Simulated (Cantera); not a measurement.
What does this Cantera script print?

```python
import numpy as np
import cantera as ct

gas_names = [...]  # 87 gases of nasa_gas.yaml made of C, H, Si
cond_names = """
    C(gr) C6H6(L) C7H8(L) C8H18(L),n-octa Si(cr) Si(L) SiC(b)
""".split()


# ... load() reads the species with a 1 bar reference pressure and builds the phases ...
atoms = {
    'CH3SiH3': {'C': 1, 'H': 6, 'Si': 1},
    'C2H4': {'C': 2, 'H': 4},
    'H2': {'H': 2},
}
top_T = {'C(gr)': 4500, 'SiC(b)': 3050}  # K; cautious upper limits of use, not melting points


# ... equilibrate(T, P, feed) seeds the gas with the atoms and calls Mixture.equilibrate('TP', solver="vcs", rtol=1e-11, max_steps=5000) ...
results = []
feed = {'CH3SiH3': 1, 'C2H4': 0.0068, 'H2': 91}  # mol
P = 120  # Pa
for T in [1048, 1198, 1348, 1498, 1648, 1798, 1948]:
    mix = equilibrate(T, P, feed)
    results.append((T, P, feed, dict(zip(mix.species_names, mix.species_moles))))
    x = sorted(zip(gas.X, gas.species_names), reverse=True)
    print(f"T = {T:g} K  P = {P:g} Pa  gas = {mix.phase_moles(0):.4g} mol")
    print("   x: " + "  ".join(f"{s} {v:.3e}" for v, s in x if v > 0.0001))
    print("   condensed (mol): " + ("  ".join(f"{mix.phase(i).name} {mix.phase_moles(i):.4g}"
          for i in range(1, mix.n_phases) if mix.phase_moles(i) > 1e-12) or "none"))
```

It prints:

```
T = 1048 K  P = 120 Pa  gas = 94.01 mol
   x: H2 9.999e-01
   condensed (mol): C(gr) 0.007014  SiC(b) 1
T = 1198 K  P = 120 Pa  gas = 94.01 mol
   x: H2 1.000e+00
   condensed (mol): C(gr) 0.01177  SiC(b) 1
T = 1348 K  P = 120 Pa  gas = 94.02 mol
   x: H2 9.999e-01
   condensed (mol): C(gr) 0.01271  SiC(b) 1
T = 1498 K  P = 120 Pa  gas = 94.04 mol
   x: H2 9.995e-01  H 4.959e-04
   condensed (mol): C(gr) 0.01165  SiC(b) 1
T = 1648 K  P = 120 Pa  gas = 94.13 mol
   x: H2 9.974e-01  H 2.567e-03
   condensed (mol): C(gr) 0.005316  SiC(b) 0.9997
T = 1798 K  P = 120 Pa  gas = 94.5 mol
   x: H2 9.897e-01  H 1.011e-02  C2H2,acetylene 1.114e-04
   condensed (mol): SiC(b) 0.9922
T = 1948 K  P = 120 Pa  gas = 95.64 mol
   x: H2 9.665e-01  H 3.207e-02  Si 8.748e-04  C2H2,acetylene 5.166e-04
   condensed (mol): SiC(b) 0.9074
```

Cantera equilibrium calculation (NASA polynomials, part measured and part estimated; ideal gas, pure solids and liquids). The feed counts by its element totals alone.
